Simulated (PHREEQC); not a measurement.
A PHREEQC input (ion-association model, wateq4f.dat):

```
SOLUTION 1
  temp 20
  units mg/L
  pH 7.87
  pe 9.6
  Na 60.4
  K 131
  Ca 399
  Mg 46.3
  Cl 224
  SO4 1000 as SO4
  Alkalinity 155 as HCO3
  Ni 1.45
END
USE solution 1
EQUILIBRIUM_PHASES 1
  Gypsum 0 0
  Quartz 0 0.5
  CO2(g) -3.4 10
END
```

The run finishes with these warnings:
```
WARNING: Could not find element in database, SO4.
	Concentration is set to zero.
WARNING: Element S is contained in Gypsum (which has 0.0 mass),
```

Its last state differs from that of the intended input:

| quantity | as run | intended |
|---|---|---|
| pH | 8.41 | 8.43 |
| ionic strength (mol/kgw) | 0.0304 | 0.0391 |
| CaCO3 (mol/kgw) | 0.000144 | 0.000109 |
| CaHCO3+ (mol/kgw) | 0.000119 | 8.83e-5 |
| MgHCO3+ (mol/kgw) | 2.31e-5 | 1.68e-5 |
| MgCO3 (mol/kgw) | 1.63e-5 | 1.21e-5 |
| SI of Quartz (SiO2) | -0.00 | +0.00 |
| SI of Magnesite (MgCO3) | +0.22 | +0.09 |

The fault: SO4 typed in place of S(6). The line should read `S(6) 1000` where the input has `SO4 1000`.
